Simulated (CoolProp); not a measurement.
Hydrogen chloride at several states: fugacity coefficient from the reference equation and from simpler models built on Tc = 51.5 °C, pc = 8314 kPa, ω = 0.130; each cubic takes its own stable root.

Model: reference Helmholtz-energy equation of state, Thol 2018, in CoolProp.

```csv
T (°C),p (kPa),phase,reference,van der Waals,Redlich-Kwong,Soave-Redlich-Kwong,Peng-Robinson
15.05,15600,liquid,0.2232,0.3279,0.2554,0.2429,0.2306
34.05,358,gas,0.9809,0.9854,0.9829,0.9827,0.9809
310.75,1730,gas,0.9891,0.9874,0.9897,0.9939,0.9901
154.25,9280,supercritical,0.8393,0.8398,0.8453,0.8619,0.8372
-22.65,11300,liquid,0.1227,0.2498,0.1467,0.1308,0.1260
106.85,44400,supercritical,0.3854,0.4414,0.4218,0.4467,0.4040
```
